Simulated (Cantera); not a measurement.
SiH4 + C2H4 + H2 + HCl (silicon carbide growth)

Input: 1 mol SiH4, 0.16 mol C2H4, 32 mol H2, 0.037 mol HCl, equilibrated at 263 Torr.

Cantera equilibrium calculation (NASA polynomials, part measured and part estimated; ideal gas, pure solids and liquids). Candidate condensed phases: C, C6H6, C7H8, C8H18, Si, SiC; 109 gas species. Mutual solubility and eutectic melting of coexisting phases are not modelled. The tables' values for SiCl are old estimates; treat these amounts as uncertain. Gases not in the tables: Si2H6 and higher silanes. Rates play no part.

From 1550 K to 1650 K the condensed part is Si(s) + SiC(s). From 1750 K to 2250 K the condensed part is Si(l) + SiC(s). The main Si-bearing gas is SiCl2 at 1550 K and Si at 2250 K. The share of Si in condensed phases is highest at 1550 K (100.0 %) and lowest at 2250 K (90.3 %).

```csv
T (K),x H2,x H,x Si,x HCl,x SiH,x SiH2,n Si(s),n SiC(s),n Si(l)
1550,0.999,5.32e-5,9.49e-8,0.00107,1.47e-7,2.79e-6,0.680,0.320,0
1650,0.999,0.000153,7.65e-7,0.00107,8.27e-7,8.65e-6,0.680,0.320,0
1750,0.998,0.000393,4.29e-6,0.00107,3.35e-6,2.08e-5,0,0.320,0.679
1850,0.998,0.000910,1.84e-5,0.00107,1.08e-5,4.21e-5,0,0.320,0.678
1950,0.997,0.00193,6.80e-5,0.00107,3.07e-5,7.90e-5,0,0.320,0.674
2050,0.995,0.00382,0.000221,0.00106,7.88e-5,0.000139,0,0.319,0.665
2150,0.991,0.00710,0.000641,0.00106,0.000185,0.000232,0,0.317,0.643
2250,0.984,0.0125,0.00169,0.00104,0.000400,0.000369,0,0.312,0.592
```
x: gas mole fraction; n: condensed amount in mol.
